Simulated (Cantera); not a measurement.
A closed system holds: 1 mol SiC, 1.7 mol H2O, 5.9 mol N2, equilibrated at 1050 °C and 0.623 Torr.

Method: chemical equilibrium by Gibbs-energy minimisation in Cantera with the NASA 1993 tables (ideal gas, pure condensed phases). Candidate condensed phases: C, C6H6, C7H8, C8H18, H2O, Si, SiC, SiO2, Si2N2O, Si3N4; 151 gas species. N2 is the only nitrogen source here; it is nearly inert below about 1500 K, so the nitride shown seldom forms there in practice. Mutual solubility and eutectic melting of coexisting phases are not modelled. The tables hold silica as quartz up to 1696 K and as liquid above; real silica turns to tridymite and cristobalite and melts near 1996 K. Kinetics and transport are ignored.

Base state: N2 0.669, H2 0.208, CO 0.122, SiO 0.000149, H 2.52e-5 (mole fractions); condensed: SiO2(β-quartz) + Si2N2O(s).

### Question
What changes in the equilibrium state with this change: H2O from 1.7 to 0.15 mol?

### Answer
```
species                before    after
-------------------  --------  -------
N2                      0.669    0.972
H2                      0.208   0.0252
CO                      0.122  0.00314
SiO                  0.000149  2.65e-6
HCN                   1.73e-6  4.02e-5
H                     2.52e-5  8.77e-6
SiO2(β-quartz), mol     0.133        0
Si2N2O(s), mol          0.433    0.131
C(graphite), mol            0    0.244
SiC(s), mol                 0    0.737
```
